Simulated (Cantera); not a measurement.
An adiabatic, constant-pressure homogeneous reactor starts with CH4 : O2 : N2 = 1 : 1.67 : 16.7 (molar parts), equivalence ratio 1.2, at 1475 K and 7.30 atm. Integrator tolerance rtol = 1e-08.

Model: GRI-Mech 3.0 (53 species, 325 reactions), integrated in Cantera.

What does this change do: initial temperature 1475 to 1300 K?


| quantity | before | after |
|---|---|---|
| time of steepest temperature rise | 0.915 ms | 6.00 ms |
| temperature at 0.200 s | 2309 K | 2149 K |
| equilibrium temperature | 2309 K | 2149 K |
| x(CH4) at 0.200 s | <1e-12 (gas-phase equilibrium <1e-12) | <1e-12 (gas-phase equilibrium <1e-12) |
| x(O2) at 0.200 s | 3.63e-5 (gas-phase equilibrium 3.63e-5) | 4.77e-6 (gas-phase equilibrium 4.77e-6) |
| x(NO2) at 0.200 s | 8.62e-9 (gas-phase equilibrium 8.62e-9) | 9.56e-10 (gas-phase equilibrium 9.85e-10) |
| x(CH2) at 0.200 s | <1e-12 (gas-phase equilibrium <1e-12) | <1e-12 (gas-phase equilibrium <1e-12) |
| x(H) at 0.200 s | 0.000412 (gas-phase equilibrium 0.000412) | 0.000173 (gas-phase equilibrium 0.000173) |

What does this change do: constant volume in place of constant pressure?


```tsv
quantity	before	after
time of steepest temperature rise	0.915 ms	0.852 ms
temperature at 0.200 s	2309 K	2523 K
equilibrium temperature	2309 K	2523 K
x(CH4) at 0.200 s	<1e-12 (gas-phase equilibrium <1e-12)	<1e-12 (gas-phase equilibrium <1e-12)
x(O2) at 0.200 s	3.63e-5 (gas-phase equilibrium 3.63e-5)	0.000193 (gas-phase equilibrium 0.000193)
x(NO2) at 0.200 s	8.62e-9 (gas-phase equilibrium 8.62e-9)	7.12e-8 (gas-phase equilibrium 7.12e-8)
x(CH2) at 0.200 s	<1e-12 (gas-phase equilibrium <1e-12)	<1e-12 (gas-phase equilibrium <1e-12)
x(H) at 0.200 s	0.000412 (gas-phase equilibrium 0.000412)	0.000847 (gas-phase equilibrium 0.000847)
```

What does this change do: pressure from 7.30 atm to 1.00 atm?


```tsv
quantity	before	after
time of steepest temperature rise	0.915 ms	3.97 ms
temperature at 0.200 s	2309 K	2295 K
equilibrium temperature	2309 K	2295 K
x(CH4) at 0.200 s	<1e-12 (gas-phase equilibrium <1e-12)	<1e-12 (gas-phase equilibrium <1e-12)
x(O2) at 0.200 s	3.63e-5 (gas-phase equilibrium 3.63e-5)	0.000207 (gas-phase equilibrium 0.000207)
x(NO2) at 0.200 s	8.62e-9 (gas-phase equilibrium 8.62e-9)	1.75e-8 (gas-phase equilibrium 1.80e-8)
x(CH2) at 0.200 s	<1e-12 (gas-phase equilibrium <1e-12)	<1e-12 (gas-phase equilibrium <1e-12)
x(H) at 0.200 s	0.000412 (gas-phase equilibrium 0.000412)	0.00104 (gas-phase equilibrium 0.00104)
```
